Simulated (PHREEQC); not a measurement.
1 kg of water holding 0.62 mol/kgw Na2SO4, 0.0089 mol/kgw Na2CO3, 0.004 mol/kgw NaCl and 0.012 mol/kgw Na2B4O7 is evaporated at 30 °C; the solids stay in contact with the brine. The system is closed to CO2. Only these solids could form: Burkeite, Halite, Mirabilite, Nahcolite, Natron, Thenardite, Trona, Borax, Boric_acid,s, NaBO2:4H2O, NaB5O8:5H2O, Teepleite.

All values are PHREEQC results (Pitzer model, pitzer.dat), not measurements.

### Question
Predict Mirabilite (mol) at water left (kg) = 0.1957, 0.05818, 0.01224, 0.01224, 0.004488.

### Answer
```csv
water left (kg),Mirabilite (mol)
0.1957,0.0724
0.05818,0.457
0.01224,0.363
0.01224,0.170
0.004488,0
```

Complexes and solids missing from the database can't appear.
